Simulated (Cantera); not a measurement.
# Moist CO burnout

An isothermal, constant-pressure homogeneous reactor starts with CO : O₂ : H₂O : N₂ = 0.0011 : 0.0081 : 0.038 : 1 (molar parts), equivalence ratio 0.068, at 1000 K and 140000 Pa.

Model: GRI-Mech 3.0 (53 species, 325 reactions), integrated in Cantera.

| t (s) | x CO | x O₂ | x H₂O | x NO₂ | x HO₂ |
|---|---|---|---|---|---|
| 0.000600 | 0.00105 | 0.00773 | 0.0363 | <1e-12 | 2.28e-12 |
| 0.00155 | 0.00105 | 0.00773 | 0.0363 | <1e-12 | 2.09e-11 |
| 0.00399 | 0.00105 | 0.00773 | 0.0363 | <1e-12 | 1.47e-10 |
| 0.0103 | 0.00105 | 0.00773 | 0.0363 | <1e-12 | 8.38e-10 |
| 0.0265 | 0.00105 | 0.00773 | 0.0363 | <1e-12 | 5.38e-9 |
| 0.0682 | 0.00105 | 0.00773 | 0.0363 | <1e-12 | 1.17e-7 |
| 0.176 | 0.00101 | 0.00772 | 0.0363 | <1e-12 | 1.73e-6 |
| 0.453 | 0.000860 | 0.00764 | 0.0363 | <1e-12 | 1.64e-6 |
| 1.17 | 0.000589 | 0.00751 | 0.0363 | 3.79e-12 | 1.32e-6 |
| 3.01 | 0.000285 | 0.00736 | 0.0363 | 1.13e-11 | 7.82e-7 |
| 7.76 | 9.90e-5 | 0.00726 | 0.0363 | 2.02e-11 | 3.31e-7 |
| 20.0 | 2.72e-5 | 0.00723 | 0.0363 | 2.54e-11 | 1.09e-7 |
x: mole fraction; the columns are a selection and need not sum to one.

Equilibrium at this temperature and pressure: CO <1e-12, O₂ 0.00721, H₂O 0.0363, NO₂ 7.55e-8, HO₂ 4.87e-11 (gas phase only).
